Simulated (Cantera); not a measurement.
Input: 1 mol C2H6, 0.037 mol H2O, 5.4 mol N2, held at 2700 K and 170000 Pa.

These are equilibrium values from Cantera (NASA tables, ideal gas, pure condensed phases), not measurements of a reactor. Candidate condensed phases: C, C6H6, C7H8, C8H18, H2O; 136 gas species. Equilibrium is a limit: real reactors are often held back by kinetics, nucleation or transport.

Base state: N2 0.602, H2 0.307, HCN 0.0483, H 0.0241, C2H2 (acetylene) 0.00724, HNC 0.00700, CO 0.00431, CN 0.000285 (mole fractions); condensed: C(graphite).

Question: What changes in the equilibrium state with this change: pressure from 170000 Pa to 24.0 Pa?

Answer: 
| species | before | after |
|---|---|---|
| H | 0.0241 | 0.463 |
| N2 | 0.602 | 0.436 |
| C3 | 5.18e-6 | 0.0367 |
| H2 | 0.307 | 0.0159 |
| CN | 0.000285 | 0.0204 |
| HCN | 0.0483 | 0.00937 |
| CH4 | 1.79e-5 | <1e-9 |
| CH3 | 2.41e-5 | 3.39e-9 |
| C2 | 4.96e-7 | 0.00351 |
| C(graphite), mol | 1.36 | 0.0278 |
